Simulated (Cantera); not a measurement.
Input (Python, Cantera):

```python
import numpy as np
import cantera as ct

gas = ct.Solution("gri30.yaml", transport_model="multicomponent")
show = ['OH', 'H2', 'O']

rows = []
print(f"{'T/K':>7s}{'rho':>11s}{'cp':>10s}{'mu':>11s}{'lambda':>11s}{'Pr':>7s}" + "".join(f"{'D_' + s:>11s}" for s in show))
for T in [400, 550, 700, 850, 1000, 1150, 1300]:
    gas.TPX = T, 13332, {'NO': 0.76}
    Pr = gas.cp_mass * gas.viscosity / gas.thermal_conductivity
    D = [gas.mix_diff_coeffs_mole[gas.species_index(s)] for s in show]
    rows.append([gas.density, gas.cp_mass, gas.viscosity, gas.thermal_conductivity, Pr, *D])
    print(f"{T:7g}{gas.density:11.4e}{gas.cp_mass:10.1f}{gas.viscosity:11.4e}"
          f"{gas.thermal_conductivity:11.4e}{Pr:7.3f}" + "".join(f"{d:11.4e}" for d in D))
print("SI units: kg/m3, J/kg/K, Pa s, W/m/K, m2/s")
```

Output:

```
    T/K        rho        cp         mu     lambda     Pr       D_OH       D_H2        D_O
    400 1.2028e-01     998.6 2.3120e-05 3.2481e-02  0.711 3.9282e-04 9.6210e-04 4.0064e-04
    550 8.7480e-02    1028.1 2.8863e-05 4.1877e-02  0.709 6.7528e-04 1.6415e-03 6.8872e-04
    700 6.8734e-02    1067.4 3.3953e-05 5.1198e-02  0.708 1.0131e-03 2.4538e-03 1.0333e-03
    850 5.6604e-02    1103.5 3.8609e-05 6.0213e-02  0.708 1.4018e-03 3.3882e-03 1.4297e-03
   1000 4.8114e-02    1132.7 4.2948e-05 6.8778e-02  0.707 1.8377e-03 4.4367e-03 1.8743e-03
   1150 4.1838e-02    1153.1 4.7043e-05 7.6724e-02  0.707 2.3184e-03 5.5932e-03 2.3646e-03
   1300 3.7011e-02    1170.7 5.0942e-05 8.4378e-02  0.707 2.8418e-03 6.8525e-03 2.8984e-03
SI units: kg/m3, J/kg/K, Pa s, W/m/K, m2/s
```

Computed with Cantera and GRI-Mech 3.0 (53 species, 325 reactions). The composition is frozen, though it would react at the higher temperatures.
